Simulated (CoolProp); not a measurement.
Vapour-liquid equilibrium of R1234yf (1) + R1234ze(E) (2) at 300.4 K; x and y are mole fractions of (1).

Values from CoolProp's multi-fluid Helmholtz-energy mixture model, Lemmon 2022 and Thol 2016; pair parameters Bell 2022.

```json
[
 {"x": "0.05", "bubble pressure (bar)": "5.447", "y at the bubble point": "0.067", "dew pressure at overall composition x (bar)": "5.418", "liquid density (mol/L)": "10.10"},
 {"x": "0.125", "bubble pressure (bar)": "5.610", "y at the bubble point": "0.160", "dew pressure at overall composition x (bar)": "5.548", "liquid density (mol/L)": "10.06"},
 {"x": "0.2", "bubble pressure (bar)": "5.767", "y at the bubble point": "0.248", "dew pressure at overall composition x (bar)": "5.680", "liquid density (mol/L)": "10.01"},
 {"x": "0.275", "bubble pressure (bar)": "5.918", "y at the bubble point": "0.332", "dew pressure at overall composition x (bar)": "5.814", "liquid density (mol/L)": "9.968"},
 {"x": "0.35", "bubble pressure (bar)": "6.064", "y at the bubble point": "0.411", "dew pressure at overall composition x (bar)": "5.951", "liquid density (mol/L)": "9.922"},
 {"x": "0.425", "bubble pressure (bar)": "6.207", "y at the bubble point": "0.488", "dew pressure at overall composition x (bar)": "6.090", "liquid density (mol/L)": "9.876"},
 {"x": "0.5", "bubble pressure (bar)": "6.348", "y at the bubble point": "0.561", "dew pressure at overall composition x (bar)": "6.231", "liquid density (mol/L)": "9.829"},
 {"x": "0.575", "bubble pressure (bar)": "6.486", "y at the bubble point": "0.632", "dew pressure at overall composition x (bar)": "6.374", "liquid density (mol/L)": "9.781"},
 {"x": "0.65", "bubble pressure (bar)": "6.624", "y at the bubble point": "0.702", "dew pressure at overall composition x (bar)": "6.521", "liquid density (mol/L)": "9.733"},
 {"x": "0.725", "bubble pressure (bar)": "6.761", "y at the bubble point": "0.769", "dew pressure at overall composition x (bar)": "6.671", "liquid density (mol/L)": "9.685"},
 {"x": "0.8", "bubble pressure (bar)": "6.899", "y at the bubble point": "0.834", "dew pressure at overall composition x (bar)": "6.826", "liquid density (mol/L)": "9.636"},
 {"x": "0.875", "bubble pressure (bar)": "7.036", "y at the bubble point": "0.898", "dew pressure at overall composition x (bar)": "6.986", "liquid density (mol/L)": "9.586"},
 {"x": "0.95", "bubble pressure (bar)": "7.175", "y at the bubble point": "0.960", "dew pressure at overall composition x (bar)": "7.153", "liquid density (mol/L)": "9.535"}
]
```

No azeotrope shows between x = 0.05 and 0.95.

Pair parameters are fitted to limited data, so mixtures are less certain than the pure fluids.
